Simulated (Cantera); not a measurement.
## CH3SiCl3 + C2H2 + H2 (silicon carbide growth)

Input: 1 mol CH3SiCl3, 0.54 mol C2H2, 3.6 mol H2, held at 0.0570 bar.

Equilibrium computed with Cantera from the NASA thermochemical tables; the gas is ideal and each condensed phase is pure. Candidate condensed phases: C, C6H6, C7H8, C8H18, Si, SiC; 109 gas species. The feed counts by its element totals alone. The tables' values for SiCl, SiCl3 are old estimates; treat these amounts as uncertain. Gases not in the tables: Si2H6 and higher silanes. Equilibrium is a limit: real reactors are often held back by kinetics, nucleation or transport.

| T (K) | x H2 | x HCl | x H | x SiCl2 | x Cl | x Si | n C(graphite) | n SiC(s) |
|---|---|---|---|---|---|---|---|---|
| 1925 | 0.603 | 0.367 | 0.00311 | 0.0241 | 0.00142 | 1.25e-5 | 1.26 | 0.821 |
| 2000 | 0.605 | 0.358 | 0.00530 | 0.0279 | 0.00234 | 4.19e-5 | 1.28 | 0.794 |
| 2075 | 0.606 | 0.349 | 0.00868 | 0.0316 | 0.00369 | 0.000128 | 1.30 | 0.765 |
| 2150 | 0.605 | 0.338 | 0.0137 | 0.0352 | 0.00561 | 0.000362 | 1.33 | 0.735 |
| 2225 | 0.602 | 0.326 | 0.0210 | 0.0384 | 0.00827 | 0.000951 | 1.35 | 0.701 |
| 2300 | 0.595 | 0.312 | 0.0313 | 0.0412 | 0.0118 | 0.00235 | 1.38 | 0.657 |
| 2375 | 0.584 | 0.296 | 0.0451 | 0.0433 | 0.0164 | 0.00547 | 1.41 | 0.592 |
| 2450 | 0.565 | 0.277 | 0.0633 | 0.0444 | 0.0220 | 0.0121 | 1.47 | 0.477 |
| 2525 | 0.535 | 0.253 | 0.0859 | 0.0439 | 0.0287 | 0.0254 | 1.58 | 0.252 |
x: gas mole fraction; n: condensed amount in mol.

From 1925 K to 2525 K the condensed part is C(graphite) + SiC(s). The main Si-bearing gas is SiCl2 throughout. The share of Si in condensed phases is highest at 1925 K (82.1 %) and lowest at 2525 K (25.2 %).
